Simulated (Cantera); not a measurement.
**Diamond growth**

A diamond (100) surface in a fixed gas of H2 with x(CH4) = 0.0058, x(H) = 0.00069, at 1325 K, 45.0 Torr; coverages are run to steady state.

Model: the Harris–Goodwin 1993 mechanism for the reconstructed diamond (100) surface, integrated in Cantera.

```json
[
 {"x(CH3)": "1e-06", "growth (µm/h)": "0.00416", "θ c6HH": "0.442", "θ c6H*": "0.0473", "θ c6*H": "0.486", "θ c6**": "0.0247", "θ c6HM": "1.30e-6"},
 {"x(CH3)": "2.9e-06", "growth (µm/h)": "0.0121", "θ c6HH": "0.442", "θ c6H*": "0.0473", "θ c6*H": "0.486", "θ c6**": "0.0247", "θ c6HM": "3.77e-6"},
 {"x(CH3)": "8.2e-06", "growth (µm/h)": "0.0341", "θ c6HH": "0.442", "θ c6H*": "0.0473", "θ c6*H": "0.485", "θ c6**": "0.0247", "θ c6HM": "1.07e-5"},
 {"x(CH3)": "2.3e-05", "growth (µm/h)": "0.0954", "θ c6HH": "0.442", "θ c6H*": "0.0473", "θ c6*H": "0.485", "θ c6**": "0.0247", "θ c6HM": "2.99e-5"},
 {"x(CH3)": "6.7e-05", "growth (µm/h)": "0.276", "θ c6HH": "0.442", "θ c6H*": "0.0473", "θ c6*H": "0.485", "θ c6**": "0.0245", "θ c6HM": "8.68e-5"},
 {"x(CH3)": "0.00019", "growth (µm/h)": "0.770", "θ c6HH": "0.442", "θ c6H*": "0.0472", "θ c6*H": "0.485", "θ c6**": "0.0241", "θ c6HM": "0.000245"},
 {"x(CH3)": "0.00055", "growth (µm/h)": "2.12", "θ c6HH": "0.441", "θ c6H*": "0.0471", "θ c6*H": "0.483", "θ c6**": "0.0229", "θ c6HM": "0.000699"},
 {"x(CH3)": "0.0016", "growth (µm/h)": "5.45", "θ c6HH": "0.438", "θ c6H*": "0.0467", "θ c6*H": "0.479", "θ c6**": "0.0200", "θ c6HM": "0.00196"},
 {"x(CH3)": "0.0045", "growth (µm/h)": "11.6", "θ c6HH": "0.433", "θ c6H*": "0.0458", "θ c6*H": "0.470", "θ c6**": "0.0149", "θ c6HM": "0.00517"}
]
```
θ: site fractions in the mechanism's names (c6HH fully hydrogenated, c6H* and c6*H radical sites, c6** diradical, c6HM methylated).
